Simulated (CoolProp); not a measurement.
A single-stage vapour-compression cycle with chloromethane (R40): evaporating at 303.15 K (dew point), condensing at 371.15 K (bubble point), superheat 8 K, subcooling 2 K, compressor efficiency 0.9, no pressure losses. Each further row changes one setting.

Computed with CoolProp (reference Helmholtz-energy equation of state, Thol 2014).

```json
[
 {"case": "as stated", "cooling COP": "2.90", "pressure ratio": "4.69", "discharge temperature (K)": "431.4", "refrigerating effect (kJ/kg)": "258", "volumetric capacity (kJ/m³)": "3760"},
 {"case": "evaporating temperature 308.15 K", "cooling COP": "(withheld)", "pressure ratio": "4.09", "discharge temperature (K)": "426.2", "refrigerating effect (kJ/kg)": "260", "volumetric capacity (kJ/m³)": "4330"},
 {"case": "condensing temperature 366.15 K", "cooling COP": "3.23", "pressure ratio": "(withheld)", "discharge temperature (K)": "423.2", "refrigerating effect (kJ/kg)": "268", "volumetric capacity (kJ/m³)": "3900"},
 {"case": "subcooling 7 K", "cooling COP": "3.02", "pressure ratio": "4.69", "discharge temperature (K)": "431.4", "refrigerating effect (kJ/kg)": "269", "volumetric capacity (kJ/m³)": "(withheld)"},
 {"case": "superheat 18 K", "cooling COP": "2.88", "pressure ratio": "4.69", "discharge temperature (K)": "442.9", "refrigerating effect (kJ/kg)": "269", "volumetric capacity (kJ/m³)": "3730"},
 {"case": "compressor efficiency 0.8", "cooling COP": "2.58", "pressure ratio": "4.69", "discharge temperature (K)": "440.2", "refrigerating effect (kJ/kg)": "258", "volumetric capacity (kJ/m³)": "3760"}
]
```

Question: What belongs in the gaps?

Answer: 
- evaporating temperature 308.15 K, cooling COP: 3.24
- condensing temperature 366.15 K, pressure ratio: 4.27
- subcooling 7 K, volumetric capacity (kJ/m³): 3910
